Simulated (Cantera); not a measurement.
Cantera run:

```python
import numpy as np
import cantera as ct

gas_names = [...]  # 113 gases of nasa_gas.yaml made of C, H, O, Ti
cond_names = """
    C(gr) C6H6(L) C7H8(L) C8H18(L),n-octa H2O(s) H2O(L) Ti(a) Ti(b) Ti(L) TiC(s) TiC(L) TiO(a) TiO(b)
    TiO(L) TiO2(ru) TiO2(L) Ti2O3(a) Ti2O3(b) Ti2O3(L) Ti3O5(a) Ti3O5(b) Ti3O5(L) Ti4O7(s) Ti4O7(L)
""".split()


# ... load() reads the species with a 1 bar reference pressure and builds the phases ...
atoms = {
    'Ti': {'Ti': 1},
    'CH4': {'C': 1, 'H': 4},
    'H2': {'H': 2},
    'H2O': {'H': 2, 'O': 1},
}
top_T = {'C(gr)': 4500}  # K; cautious upper limits of use, not melting points


# ... equilibrate(T, P, feed) seeds the gas with the atoms and calls Mixture.equilibrate('TP', solver="gibbs", rtol=1e-10, max_steps=50000) ...
results = []
feed = {'Ti': 1, 'CH4': 0.38, 'H2': 8, 'H2O': 0.21}  # mol
P = 6900  # Pa
for T in [1225, 1325, 1425, 1525, 1625, 1725, 1825, 1925, 2025, 2125]:
    mix = equilibrate(T, P, feed)
    results.append((T, P, feed, dict(zip(mix.species_names, mix.species_moles))))

top = {s: max(r[3][s] / sum(r[3][g] for g in gas_names) for r in results) for s in gas_names}
cols = sorted((s for s in top if top[s] > 1e-06), key=lambda s: -top[s])[:7]
seen = [c for c in cond_names if any(r[3].get(c, 0) > 1e-12 for r in results)]
print("log10 of partial pressures in bar; condensed amounts in mol")
print(f"{'T/K':>10s}" + "".join(f"{s[:9]:>10s}" for s in cols + seen))
for T, P, feed, n in results:
    ng = sum(n[g] for g in gas_names)
    print(f"{T:10.4g}" + "".join(f"{np.log10(max(n[s] / ng * P / 1e5, 1e-99)):10.3f}" for s in cols)
          + "".join(f"{n.get(c, 0):10.4g}" for c in seen))
```

It prints:

```
log10 of partial pressures in bar; condensed amounts in mol
       T/K        H2         H        Ti        CO       TiO       H2O     Ti(b)     Ti(L)    TiC(s)    TiO(a)    TiO(b)    TiO(L)
      1225    -1.161    -7.087   -12.571   -16.014   -15.531   -11.633      0.41         0      0.38      0.21         0         0
      1325    -1.161    -6.367   -11.086   -14.046   -13.673   -10.707      0.41         0      0.38         0      0.21         0
      1425    -1.161    -5.747    -9.811   -12.365   -12.088    -9.923      0.41         0      0.38         0      0.21         0
      1525    -1.161    -5.207    -8.706   -10.910   -10.718    -9.246      0.41         0      0.38         0      0.21         0
      1625    -1.161    -4.732    -7.739    -9.639    -9.523    -8.656      0.41         0      0.38         0      0.21         0
      1725    -1.161    -4.312    -6.886    -8.519    -8.472    -8.139      0.41         0      0.38         0      0.21         0
      1825    -1.162    -3.937    -6.129    -7.525    -7.542    -7.682    0.4099         0      0.38         0      0.21         0
      1925    -1.163    -3.601    -5.453    -6.637    -6.714    -7.276    0.4096         0      0.38         0    0.2099         0
      2025    -1.164    -3.298    -4.862    -5.809    -5.974    -6.899         0    0.4086    0.3798         0         0    0.2096
      2125    -1.168    -3.024    -4.332    -5.101    -5.357    -6.605         0     0.406     0.379         0         0    0.2084
```

Equilibrium computed with Cantera from the NASA thermochemical tables; the gas is ideal and each condensed phase is pure. Each liquid is taken as pure. Mutual solubility and eutectic melting of coexisting phases are not modelled. TiC, TiO: taken at fixed stoichiometry. Condensed phases not in the tables: solid solutions among these carbides, nitrides and lower oxides, N, O or C dissolved in the metal.
